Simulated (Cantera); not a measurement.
## Adiabatic ignition

An adiabatic, constant-pressure homogeneous reactor starts with CH4 : C2H6 : C3H8 : O2 : N2 = 1 : 0.07 : 0.095 : 4.86 : 18.3 (molar parts), at 1325 K and 2.96 atm.

Detailed kinetics in Cantera: GRI-Mech 3.0 (53 species, 325 reactions).

```json
[
 {"t (s)": "3.00e-6", "T (K)": "1325", "x CH4": "0.0411", "x C2H6": "0.00288", "x C3H8": "0.00390", "x CO": "1.01e-10", "x CH2CO": "4.25e-12"},
 {"t (s)": "8.23e-6", "T (K)": "1325", "x CH4": "0.0411", "x C2H6": "0.00288", "x C3H8": "0.00390", "x CO": "1.42e-9", "x CH2CO": "8.51e-11"},
 {"t (s)": "2.26e-5", "T (K)": "1325", "x CH4": "0.0411", "x C2H6": "0.00287", "x C3H8": "0.00389", "x CO": "2.94e-8", "x CH2CO": "1.83e-9"},
 {"t (s)": "6.20e-5", "T (K)": "1325", "x CH4": "0.0410", "x C2H6": "0.00286", "x C3H8": "0.00384", "x CO": "1.35e-6", "x CH2CO": "7.57e-8"},
 {"t (s)": "0.000170", "T (K)": "1327", "x CH4": "0.0406", "x C2H6": "0.00284", "x C3H8": "0.00358", "x CO": "4.64e-5", "x CH2CO": "2.78e-6"},
 {"t (s)": "0.000468", "T (K)": "1404", "x CH4": "0.0324", "x C2H6": "0.00188", "x C3H8": "0.00121", "x CO": "0.00523", "x CH2CO": "0.000380"},
 {"t (s)": "0.00128", "T (K)": "2418", "x CH4": "<1e-12", "x C2H6": "<1e-12", "x C3H8": "<1e-12", "x CO": "0.00258", "x CH2CO": "<1e-12"},
 {"t (s)": "0.00352", "T (K)": "2415", "x CH4": "<1e-12", "x C2H6": "<1e-12", "x C3H8": "<1e-12", "x CO": "0.00255", "x CH2CO": "<1e-12"},
 {"t (s)": "0.00967", "T (K)": "2410", "x CH4": "<1e-12", "x C2H6": "<1e-12", "x C3H8": "<1e-12", "x CO": "0.00250", "x CH2CO": "<1e-12"},
 {"t (s)": "0.0265", "T (K)": "2402", "x CH4": "<1e-12", "x C2H6": "<1e-12", "x C3H8": "<1e-12", "x CO": "0.00242", "x CH2CO": "<1e-12"},
 {"t (s)": "0.0729", "T (K)": "2398", "x CH4": "<1e-12", "x C2H6": "<1e-12", "x C3H8": "<1e-12", "x CO": "0.00239", "x CH2CO": "<1e-12"},
 {"t (s)": "0.200", "T (K)": "2398", "x CH4": "<1e-12", "x C2H6": "<1e-12", "x C3H8": "<1e-12", "x CO": "0.00238", "x CH2CO": "<1e-12"}
]
```
x: mole fraction; the columns are a selection and need not sum to one.

```
Property                                                          Result
---------------------------------  -------------------------------------
time of steepest temperature rise                               0.516 ms
temperature at 0.200 s                                            2398 K
equilibrium temperature                                           2398 K
x(CH4) at 0.200 s                  <1e-12 (gas-phase equilibrium <1e-12)
x(C2H6) at 0.200 s                 <1e-12 (gas-phase equilibrium <1e-12)
x(C3H8) at 0.200 s                 <1e-12 (gas-phase equilibrium <1e-12)
```
